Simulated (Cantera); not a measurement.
An isothermal, constant-pressure homogeneous reactor starts with N2O : N2 = 1 : 5.2 (molar parts), at 1323 K and 20.0 Torr. Integrator tolerance rtol = 1e-08.

Model: GRI-Mech 3.0 (53 species, 325 reactions), integrated in Cantera. GRI-Mech 3.0 was tuned for natural gas; its chemistry of N2O as a main component is partial and can be far from experiment. Radical loss at walls, strong at low pressure, is not modelled. The mechanism lacks the step 2 NO + O2 → 2 NO2, which can matter for NO2 below about 1400 K. The temperature is held fixed by assumption; the heat of reaction is taken as removed at once.

```csv
quantity,before,after
x(N2O) at 8.00 s,0.0520 (gas-phase equilibrium 3.45e-9),1.07e-7 (gas-phase equilibrium 2.41e-8)
x(NO) at 8.00 s,0.0161 (gas-phase equilibrium 0.000297),0.0171 (gas-phase equilibrium 0.000297)
x(O) at 8.00 s,1.00e-5 (gas-phase equilibrium 4.48e-7),6.04e-8 (gas-phase equilibrium 6.41e-8)
x(N2) at 8.00 s,0.889 (gas-phase equilibrium 0.925),0.917 (gas-phase equilibrium 0.925)
x(NO2) at 8.00 s,4.15e-6 (gas-phase equilibrium 2.85e-7),0.000108 (gas-phase equilibrium 1.99e-6)
```

Question: What was changed between the two runs?
(A) pressure from 20.0 Torr to 6.68 Torr
(B) pressure from 20.0 Torr to 113 Torr
(C) pressure from 20.0 Torr to 1.30 bar
(D) temperature 1323 to 1100 K

Answer: C, pressure from 20.0 Torr to 1.30 bar
